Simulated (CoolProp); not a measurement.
Saturation properties of R123 (Tc = 456.8 K, pc = 3.662 MPa, ω = 0.282).

The numbers come from the reference Helmholtz-energy equation of state, Younglove 1994 in CoolProp. It is a modified Benedict-Webb-Rubin equation, recast in Helmholtz form.

| T (K) | p (MPa) | liquid density (kg/m³) | vapour density (kg/m³) | liquid cp (kJ/(kg K)) | surface tension (mN/m) |
|---|---|---|---|---|---|
| 229.9 | 0.002867 | 1627 | 0.2301 | 0.9451 | 23.6 |
| 237.3 | 0.004690 | 1610 | 0.3652 | 0.9520 | ___ |
| 244.7 | 0.007405 | 1593 | 0.5603 | 0.9593 | 21.7 |
| 252.1 | 0.01132 | 1576 | 0.8336 | 0.9670 | 20.8 |
| 259.5 | 0.01682 | 1559 | 1.207 | 0.9750 | ___ |
| 266.9 | 0.02434 | 1541 | 1.704 | 0.9832 | 19.0 |
| 274.3 | 0.03440 | 1523 | 2.354 | 0.9915 | 18.1 |
| 281.7 | 0.04757 | 1505 | 3.187 | 1.000 | 17.2 |
| 289.1 | 0.06450 | 1487 | 4.237 | ___ | 16.3 |
| 296.4 | 0.08558 | 1468 | 5.522 | 1.017 | 15.4 |
| 303.8 | 0.1121 | 1449 | 7.119 | 1.027 | 14.5 |
| 311.2 | 0.1448 | 1430 | 9.056 | 1.036 | 13.7 |
| 318.6 | 0.1843 | 1410 | 11.38 | 1.046 | ___ |
| 326 | 0.2317 | 1390 | 14.15 | 1.056 | 12.0 |
| 333.4 | 0.2879 | 1369 | 17.43 | 1.067 | 11.1 |

Task: Fill in the missing entries.

Result: 
- 237.3, surface tension (mN/m): 22.7
- 259.5, surface tension (mN/m): 19.9
- 289.1, liquid cp (kJ/(kg K)): 1.009
- 318.6, surface tension (mN/m): 12.8

It boils at 301.0 K under 1 atm.

Surface tension comes from a separate correlation (Mulero 2012).
